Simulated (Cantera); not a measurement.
Cantera run:

```python
import numpy as np
import cantera as ct

gas_names = """
    C CN CO CO2 C2 CCN CNC C2N2 C2O C3 C3O2 C4 C4N2 C5 N NCO NO NO2 NO3 N2 N2O O O2 O3 Si SiC SiC2 SiN
    SiO SiO2 Si2 Si2C Si2N Si3
""".split()
cond_names = """
    C(gr) Si(cr) Si(L) SiC(b) SiO2(Lqz) SiO2(hqz) SiO2(L) Si2N2O(s) Si3N4(a)
""".split()


# ... load() reads the species with a 1 bar reference pressure and builds the phases ...
atoms = {
    'SiC': {'Si': 1, 'C': 1},
    'N2O': {'N': 2, 'O': 1},
    'N2': {'N': 2},
}
top_T = {'C(gr)': 4500, 'SiC(b)': 3050, 'Si2N2O(s)': 2100, 'Si3N4(a)': 2400}  # K; cautious upper limits of use, not melting points


# ... equilibrate(T, P, feed) seeds the gas with the atoms and calls Mixture.equilibrate('TP', solver="vcs", rtol=1e-11, max_steps=5000) ...
results = []
feed = {'SiC': 1, 'N2O': 0.14, 'N2': 260}  # mol
P = 82  # Pa
for T in [1173, 1223, 1273, 1323, 1373, 1423, 1473, 1523, 1573, 1623, 1673, 1723]:
    mix = equilibrate(T, P, feed)
    results.append((T, P, feed, dict(zip(mix.species_names, mix.species_moles))))

top = {s: max(r[3][s] / sum(r[3][g] for g in gas_names) for r in results) for s in gas_names}
cols = sorted((s for s in top if top[s] > 1e-06), key=lambda s: -top[s])[:8]
seen = [c for c in cond_names if any(r[3].get(c, 0) > 1e-12 for r in results)]
print("log10 of partial pressures in bar; condensed amounts in mol")
print(f"{'T/K':>10s}" + "".join(f"{s[:9]:>10s}" for s in cols + seen))
for T, P, feed, n in results:
    ng = sum(n[g] for g in gas_names)
    print(f"{T:10.4g}" + "".join(f"{np.log10(max(n[s] / ng * P / 1e5, 1e-99)):10.3f}" for s in cols)
          + "".join(f"{n.get(c, 0):10.4g}" for c in seen))
```

Result:

```
log10 of partial pressures in bar; condensed amounts in mol
       T/K        N2        CO       SiO        Si       SiN      Si2C     C(gr)    SiC(b) Si2N2O(s)  Si3N4(a)
      1173    -3.086    -8.266   -12.113   -15.526   -16.187   -20.168    0.9983         0    0.1383    0.2411
      1223    -3.086    -7.667   -11.052   -14.262   -15.068   -18.311    0.9932         0    0.1332    0.2445
      1273    -3.086    -6.643    -9.839   -13.335   -14.274   -17.075   0.06345    0.8644   0.06779         0
      1323    -3.086    -6.532    -8.981   -12.217   -13.280   -15.726         0    0.9068   0.04645         0
      1373    -3.086    -6.534    -8.221   -11.147   -12.325   -14.441         0    0.9073   0.04539         0
      1423    -3.086    -6.547    -7.519   -10.150   -11.434   -13.245         0    0.9099   0.04026         0
      1473    -3.086    -6.515    -6.868    -9.244   -10.627   -12.155         0     0.903         0   0.01795
      1523    -3.086    -6.653    -6.660    -8.513    -9.989   -11.253         0    0.9295         0         0
      1573    -3.086    -6.646    -6.667    -7.999    -9.562   -10.579         0    0.9283         0         0
      1623    -3.086    -6.627    -6.688    -7.530    -9.175    -9.961         0    0.9251         0         0
      1673    -3.086    -6.585    -6.742    -7.119    -8.840    -9.410         0    0.9173         0         0
      1723    -3.087    -6.515    -6.868    -6.784    -8.578    -8.944         0    0.9026         0         0
```

Equilibrium computed with Cantera from the NASA thermochemical tables; the gas is ideal and each condensed phase is pure. Mutual solubility and eutectic melting of coexisting phases are not modelled.
